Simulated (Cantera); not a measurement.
## Ignition delay

Mixture: CO : H₂ : CH₄ : O₂ : N₂ = 1 : 0.061 : 0.056 : 0.988 : 3.72 (molar parts), equivalence ratio 0.65, at 825 Torr, adiabatic and at constant pressure. Ignition delay is the time to a rise of 400 K.

Detailed kinetics in Cantera: GRI-Mech 3.0 (53 species, 325 reactions). Where the delays flatten at high temperature, the 400 K rule measures the pace of heat release, not the induction time.

```
T0 (K)  delay (ms)
------  ----------
1100         0.545
1200         0.237
1300         0.148
1400         0.110
1500        0.0912
1600        0.0818
1700        0.0786
1800        0.0799
1900        0.0848
2000        0.0925
```
